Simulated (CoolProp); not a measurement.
m-xylene along the isobar 18900 kPa: density (kg/m³) from the reference equation and from simpler models built on Tc = 616.9 K, pc = 3535 kPa, ω = 0.326; each cubic takes its own stable root.

Values from CoolProp's reference Helmholtz-energy equation of state, Zhou 2012.

| T (K) | phase | reference | van der Waals | Peng-Robinson |
|---|---|---|---|---|
| 294.2 | liquid | 876.0 | 510.0 | 844.8 |
| 323.8 | liquid | 852.6 | 501.6 | 829.3 |
| 353.4 | liquid | 829.0 | 493.1 | 812.4 |
| 383.1 | liquid | 805.1 | 484.3 | 794.0 |
| 412.7 | liquid | 780.8 | 475.4 | 774.0 |
| 442.3 | liquid | 755.9 | 466.3 | 752.2 |
| 471.9 | liquid | 730.3 | 457.1 | 728.6 |
| 501.5 | liquid | 703.8 | 447.6 | 703.0 |
| 531.1 | liquid | 676.2 | 437.9 | 675.3 |
| 560.8 | liquid | 647.0 | 428.0 | 645.4 |
| 590.4 | liquid | 616.5 | 417.9 | 613.6 |
| 620 | supercritical | 584.5 | 407.6 | 579.9 |
